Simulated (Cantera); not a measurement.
What does this Cantera script print?

```python
import numpy as np
import cantera as ct

gas_names = [...]  # 113 gases of nasa_gas.yaml made of C, Cu, H, O
cond_names = """
    C(gr) C6H6(L) C7H8(L) C8H18(L),n-octa Cu(cr) Cu(L) CuO(s) CuO2H2(s) Cu2O(s) Cu2O(L) H2O(s) H2O(L)
""".split()


# ... load() reads the species with a 1 bar reference pressure and builds the phases ...
atoms = {
    'Cu2O': {'Cu': 2, 'O': 1},
    'CH4': {'C': 1, 'H': 4},
    'CO': {'C': 1, 'O': 1},
}
top_T = {'C(gr)': 4500, 'CuO(s)': 1390}  # K; cautious upper limits of use, not melting points


# ... equilibrate(T, P, feed) seeds the gas with the atoms and calls Mixture.equilibrate('TP', solver="vcs", rtol=1e-11, max_steps=5000) ...
results = []
feed = {'Cu2O': 1, 'CH4': 0.35, 'CO': 0.024}  # mol
for P in [10, 32, 100, 320, 1000, 3200, 10000, 32000, 100000, 320000, 1000000]:
    for T in [1775, 1825, 1875, 1925, 1975, 2025, 2075, 2125, 2175, 2225, 2275, 2325]:
        mix = equilibrate(T, P, feed)
        results.append((T, P, feed, dict(zip(mix.species_names, mix.species_moles))))

for T, P, feed, n in results:
    print(f"{T:7g} {P:10.4g}  " + (" + ".join(c for c in cond_names if n.get(c, 0) > 1e-12) or "gas only"))
```

Output:

```
   1775         10  gas only
   1825         10  gas only
   1875         10  gas only
   1925         10  gas only
   1975         10  gas only
   2025         10  gas only
   2075         10  gas only
   2125         10  gas only
   2175         10  gas only
   2225         10  gas only
   2275         10  gas only
   2325         10  gas only
   1775         32  gas only
   1825         32  gas only
   1875         32  gas only
   1925         32  gas only
   1975         32  gas only
   2025         32  gas only
   2075         32  gas only
   2125         32  gas only
   2175         32  gas only
   2225         32  gas only
   2275         32  gas only
   2325         32  gas only
   1775        100  Cu(L)
   1825        100  gas only
   1875        100  gas only
   1925        100  gas only
   1975        100  gas only
   2025        100  gas only
   2075        100  gas only
   2125        100  gas only
   2175        100  gas only
   2225        100  gas only
   2275        100  gas only
   2325        100  gas only
   1775        320  Cu(L)
   1825        320  Cu(L)
   1875        320  Cu(L)
   1925        320  gas only
   1975        320  gas only
   2025        320  gas only
   2075        320  gas only
   2125        320  gas only
   2175        320  gas only
   2225        320  gas only
   2275        320  gas only
   2325        320  gas only
   1775       1000  Cu(L)
   1825       1000  Cu(L)
   1875       1000  Cu(L)
   1925       1000  Cu(L)
   1975       1000  Cu(L)
   2025       1000  Cu(L)
   2075       1000  gas only
   2125       1000  gas only
   2175       1000  gas only
   2225       1000  gas only
   2275       1000  gas only
   2325       1000  gas only
   1775       3200  Cu(L)
   1825       3200  Cu(L)
   1875       3200  Cu(L)
   1925       3200  Cu(L)
   1975       3200  Cu(L)
   2025       3200  Cu(L)
   2075       3200  Cu(L)
   2125       3200  Cu(L)
   2175       3200  Cu(L)
   2225       3200  gas only
   2275       3200  gas only
   2325       3200  gas only
   1775      1e+04  Cu(L)
   1825      1e+04  Cu(L)
   1875      1e+04  Cu(L)
   1925      1e+04  Cu(L)
   1975      1e+04  Cu(L)
   2025      1e+04  Cu(L)
   2075      1e+04  Cu(L)
   2125      1e+04  Cu(L)
   2175      1e+04  Cu(L)
   2225      1e+04  Cu(L)
   2275      1e+04  Cu(L)
   2325      1e+04  Cu(L)
   1775    3.2e+04  Cu(L)
   1825    3.2e+04  Cu(L)
   1875    3.2e+04  Cu(L)
   1925    3.2e+04  Cu(L)
   1975    3.2e+04  Cu(L)
   2025    3.2e+04  Cu(L)
   2075    3.2e+04  Cu(L)
   2125    3.2e+04  Cu(L)
   2175    3.2e+04  Cu(L)
   2225    3.2e+04  Cu(L)
   2275    3.2e+04  Cu(L)
   2325    3.2e+04  Cu(L)
   1775      1e+05  Cu(L)
   1825      1e+05  Cu(L)
   1875      1e+05  Cu(L)
   1925      1e+05  Cu(L)
   1975      1e+05  Cu(L)
   2025      1e+05  Cu(L)
   2075      1e+05  Cu(L)
   2125      1e+05  Cu(L)
   2175      1e+05  Cu(L)
   2225      1e+05  Cu(L)
   2275      1e+05  Cu(L)
   2325      1e+05  Cu(L)
   1775    3.2e+05  Cu(L)
   1825    3.2e+05  Cu(L)
   1875    3.2e+05  Cu(L)
   1925    3.2e+05  Cu(L)
   1975    3.2e+05  Cu(L)
   2025    3.2e+05  Cu(L)
   2075    3.2e+05  Cu(L)
   2125    3.2e+05  Cu(L)
   2175    3.2e+05  Cu(L)
   2225    3.2e+05  Cu(L)
   2275    3.2e+05  Cu(L)
   2325    3.2e+05  Cu(L)
   1775      1e+06  Cu(L)
   1825      1e+06  Cu(L)
   1875      1e+06  Cu(L)
   1925      1e+06  Cu(L)
   1975      1e+06  Cu(L)
   2025      1e+06  Cu(L)
   2075      1e+06  Cu(L)
   2125      1e+06  Cu(L)
   2175      1e+06  Cu(L)
   2225      1e+06  Cu(L)
   2275      1e+06  Cu(L)
   2325      1e+06  Cu(L)
```

These are equilibrium values from Cantera (NASA tables, ideal gas, pure condensed phases), not measurements of a reactor.
